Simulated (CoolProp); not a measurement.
Model: reference Helmholtz-energy equation of state, Thol 2017, in CoolProp.

Question: For octamethyltrisiloxane (MDM), give the phase and the density (kg/m³), cp (kJ/(kg K)), Joule-Thomson coefficient (K/MPa), isothermal compressibility (1/MPa) at 271.35 °C and 0.101 MPa; 279.95 °C and 0.101 MPa.

Answer: 
- 271.35 °C and 0.101 MPa: gas; density 5.43, cp 2.04, Joule-Thomson coefficient 10.2, isothermal compressibility 10.2
- 279.95 °C and 0.101 MPa: gas; density 5.33, cp 2.06, Joule-Thomson coefficient 9.64, isothermal compressibility 10.2
